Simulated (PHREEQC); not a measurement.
Solution (35 °C): 0.084 mol/kgw HF and 5.3e-05 mol/kgw NH4HF2. Closed to the air; pH follows from the charge balance.

Computed with PHREEQC (ion-association model, phreeqc.dat).

```json
{
 "pH": "2.13",
 "ionic_strength": "0.00806 mol/kgw",
 "total_alkalinity": "-84.0 meq/kg"
}
```

```csv
species,molality,activity,log γ
HF,0.0742,0.0743,0.001
H+,0.00800,0.00735,-0.037
F-,0.00618,0.00561,-0.042
HF2-,0.00188,0.00171,-0.042
NH4+,5.30e-5,4.80e-5,-0.043
```

This is a speciation only: nothing precipitates in the calculation.
